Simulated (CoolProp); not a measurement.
Computed with CoolProp (reference Helmholtz-energy equation of state, Platzer 1990). This equation is an older, rougher fit.

Problem. For R114, give the phase and the cp (kJ/(kg K)), cv (kJ/(kg K)), speed of sound (m/s) at 387.6 K and 101 kPa; 406.3 K and 101 kPa.

Solution. 
- 387.6 K and 101 kPa: gas; cp 0.784, cv 0.733, speed of sound 140
- 406.3 K and 101 kPa: gas; cp 0.800, cv 0.748, speed of sound 144
